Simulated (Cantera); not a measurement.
Gas mixture: 100 % CO2, at 1.38 atm, frozen composition.

Cantera's kinetic-theory transport with the Lennard-Jones parameters of GRI-Mech 3.0, ideal gas; thermal conductivity in the multicomponent form.

D: mixture-averaged diffusion coefficient of that species in the mixture.

```csv
T (K),ρ (kg/m³),cp (J/kg/K),μ (µPa s),λ (mW/m/K),Pr,D (cm²/s) CH3,D (cm²/s) OH,D (cm²/s) CO2
400,1.85,937.9,19.8,25.3,0.733,0.214,0.301,0.000
650,1.14,1103,29.7,44.7,0.733,0.509,0.701,0.000
900,0.823,1204,38.0,62.5,0.732,0.893,1.22,0.000
1150,0.644,1269,45.2,78.6,0.731,1.35,1.84,0.000
1400,0.529,1313,51.8,93.3,0.729,1.89,2.56,0.000
1650,0.449,1344,57.9,107,0.728,2.48,3.36,0.000
1900,0.390,1365,63.6,[?],0.727,[?],[?],0.000
2150,0.345,1380,69.0,131,0.726,[?],[?],0.000
2400,0.309,1391,74.1,142,0.725,4.64,6.26,0.000
```

What belongs in the gaps?


- 1900, λ (mW/m/K): 119
- 1900, D (cm²/s) CH3: 3.14
- 1900, D (cm²/s) OH: 4.25
- 2150, D (cm²/s) CH3: 3.86
- 2150, D (cm²/s) OH: 5.22
